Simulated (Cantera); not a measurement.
Feed: 1 mol C2H6, 0.029 mol H2O, equilibrated at 1 atm.

Cantera equilibrium calculation (NASA polynomials, part measured and part estimated; ideal gas, pure solids and liquids). Candidate condensed phases: C, C6H6, C7H8, C8H18, H2O; 110 gas species. The numbers say what is thermodynamically allowed, not how fast it happens. All values below are at 1200 °C.

Base state: H2 0.988, CO 0.00949, CH4 0.00290, H2O 1.99e-5, H 1.25e-5 (mole fractions); condensed: C(graphite).

What changes in the equilibrium state with this change: H2O from 0.029 to 0.23 mol?


```
species            before     after
----------------  -------  --------
H2                  0.988     0.931
CO                0.00949    0.0665
CH4               0.00290   0.00258
H2O               1.99e-5  0.000131
H                 1.25e-5   1.21e-5
C(graphite), mol     1.96      1.76
```
